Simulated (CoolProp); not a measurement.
Vapour-liquid equilibrium of cyclohexane (1) + ethylbenzene (2) at 6.72 bar; x and y are mole fractions of (1).

The numbers come from the multi-fluid Helmholtz-energy mixture model, Zhou 2014 and Zhou 2012; pair parameters Bell 2016 in CoolProp.

```json
[
 {"x": "0.05", "bubble temperature (°C)": "218.8", "y at the bubble point": "0.122", "dew temperature at overall composition x (°C)": "222.1", "liquid density (mol/L)": "6.323"},
 {"x": "0.2", "bubble temperature (°C)": "203.9", "y at the bubble point": "0.410", "dew temperature at overall composition x (°C)": "215.0", "liquid density (mol/L)": "6.551"},
 {"x": "0.35", "bubble temperature (°C)": "191.8", "y at the bubble point": "0.604", "dew temperature at overall composition x (°C)": "207.3", "liquid density (mol/L)": "6.754"},
 {"x": "0.5", "bubble temperature (°C)": "182.1", "y at the bubble point": "0.738", "dew temperature at overall composition x (°C)": "198.6", "liquid density (mol/L)": "6.937"},
 {"x": "0.65", "bubble temperature (°C)": "174.3", "y at the bubble point": "0.835", "dew temperature at overall composition x (°C)": "188.7", "liquid density (mol/L)": "7.108"},
 {"x": "0.8", "bubble temperature (°C)": "167.7", "y at the bubble point": "0.912", "dew temperature at overall composition x (°C)": "177.2", "liquid density (mol/L)": "7.275"},
 {"x": "0.95", "bubble temperature (°C)": "161.8", "y at the bubble point": "0.979", "dew temperature at overall composition x (°C)": "164.3", "liquid density (mol/L)": "7.446"}
]
```

No azeotrope shows between x = 0.05 and 0.95.

Pair parameters are fitted to limited data, so mixtures are less certain than the pure fluids.
